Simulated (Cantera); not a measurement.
Source: NASA polynomial tables (part measured, part estimated), evaluated in Cantera. Values are per mole of reaction as written; species without (g) are pure solids or liquids, kept so even where they would boil at 1 bar.

2 Cu(OH)2 = Cu2O + H(g) + 3 OH(g)

```json
[
 {"T (K)": "423", "ΔH° (kJ)": "1063.6", "ΔS° (J/K)": "534.6", "ΔG° (kJ)": "837.4", "log10 K": "-103.41"},
 {"T (K)": "523", "ΔH° (kJ)": "1061.0", "ΔS° (J/K)": "529.2", "ΔG° (kJ)": "784.2", "log10 K": "-78.33"},
 {"T (K)": "623", "ΔH° (kJ)": "1057.8", "ΔS° (J/K)": "523.6", "ΔG° (kJ)": "731.6", "log10 K": "-61.34"},
 {"T (K)": "723", "ΔH° (kJ)": "1054.1", "ΔS° (J/K)": "518.1", "ΔG° (kJ)": "679.5", "log10 K": "-49.09"},
 {"T (K)": "823", "ΔH° (kJ)": "1049.9", "ΔS° (J/K)": "512.7", "ΔG° (kJ)": "628.0", "log10 K": "-39.86"},
 {"T (K)": "923", "ΔH° (kJ)": "(withheld)", "ΔS° (J/K)": "(withheld)", "ΔG° (kJ)": "(withheld)", "log10 K": "(withheld)"},
 {"T (K)": "1023", "ΔH° (kJ)": "1040.9", "ΔS° (J/K)": "502.9", "ΔG° (kJ)": "526.5", "log10 K": "-26.88"},
 {"T (K)": "1123", "ΔH° (kJ)": "1036.5", "ΔS° (J/K)": "498.8", "ΔG° (kJ)": "476.4", "log10 K": "-22.16"},
 {"T (K)": "1223", "ΔH° (kJ)": "(withheld)", "ΔS° (J/K)": "(withheld)", "ΔG° (kJ)": "(withheld)", "log10 K": "(withheld)"},
 {"T (K)": "1323", "ΔH° (kJ)": "1028.5", "ΔS° (J/K)": "492.2", "ΔG° (kJ)": "377.3", "log10 K": "-14.90"},
 {"T (K)": "1423", "ΔH° (kJ)": "1025.1", "ΔS° (J/K)": "489.7", "ΔG° (kJ)": "328.2", "log10 K": "-12.05"}
]
```

Problem. Fill in the missing entries.

Solution. 
- 923, ΔH° (kJ): 1045.5
- 923, ΔS° (J/K): 507.6
- 923, ΔG° (kJ): 577.0
- 923, log10 K: -32.65
- 1223, ΔH° (kJ): 1032.3
- 1223, ΔS° (J/K): 495.2
- 1223, ΔG° (kJ): 426.7
- 1223, log10 K: -18.22
